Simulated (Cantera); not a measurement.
Charge: 1 mol Pb, 0.25 mol H2O, a varied amount of N2, equilibrated at 600000 Pa.

Cantera equilibrium calculation (NASA polynomials, part measured and part estimated; ideal gas, pure solids and liquids). Candidate condensed phases: H2O, Pb, PbO, PbO2, Pb3O4; 27 gas species. Rates play no part.

Problem. What condenses at these points (T in K, n(N2) in mol): (1648, 2.5); (1848, 17); (1773, 1.7); (1848, 11); (1723, 3.7)?

Solution. 
```tsv
T (K)	n(N2) in mol	condensed phases	Pb condensed (%)
1648	2.5	Pb	95.5
1848	17	gas only	0.0
1773	1.7	Pb	91.8
1848	11	Pb	23.7
1723	3.7	Pb	88.6
```
